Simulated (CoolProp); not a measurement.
Properties of toluene along the isotherm 620 K (Tc = 591.7 K, pc = 4126 kPa, ω = 0.266).

Values from CoolProp's reference Helmholtz-energy equation of state, Lemmon 2006. It is a short technical equation, of lower accuracy than the large ones.

| p (kPa) | phase | cp (kJ/(kg K)) | cv (kJ/(kg K)) | speed of sound (m/s) | expansivity (1/kK) | viscosity (µPa s) | conductivity (mW/(m K)) |
|---|---|---|---|---|---|---|---|
| 32.6 | gas | 2.182 | 2.090 | 241.0 | 1.626 | 14.2 | 43.5 |
| 49.2 | gas | 2.183 | 2.091 | 240.8 | 1.633 | 14.2 | 43.5 |
| 74.2 | gas | 2.184 | 2.091 | 240.3 | 1.643 | 14.2 | 43.5 |
| 112 | gas | 2.186 | 2.092 | 239.7 | 1.659 | 14.2 | 43.5 |
| 169 | gas | 2.189 | 2.093 | 238.7 | 1.684 | 14.2 | 43.5 |
| 255 | gas | 2.194 | 2.095 | 237.3 | 1.722 | 14.2 | 43.5 |
| 385 | gas | 2.201 | 2.097 | 235.0 | 1.782 | 14.2 | 43.5 |
| 580 | gas | 2.213 | 2.101 | 231.6 | 1.878 | 14.2 | 43.6 |
| 875 | gas | 2.233 | 2.108 | 226.3 | 2.042 | 14.3 | 43.7 |
| 1320 | gas | 2.268 | 2.118 | 217.9 | 2.336 | 14.4 | 43.9 |
| 1990 | gas | 2.338 | 2.135 | 204.4 | 2.930 | 14.6 | 44.5 |
| 3000 | gas | 2.516 | 2.168 | 181.6 | 4.447 | 15.3 | 46.4 |
| 4530 | supercritical | 3.402 | 2.245 | 140.2 | 11.99 | 18.0 | 56.0 |
| 6840 | supercritical | 3.608 | 2.244 | 188.7 | 9.972 | 46.6 | 77.3 |
| 10300 | supercritical | 2.930 | 2.206 | 312.8 | 3.984 | 64.2 | 81.4 |

Viscosity comes from a separate model (Avgeri 2015). Thermal conductivity comes from a separate model (Assael 2012).
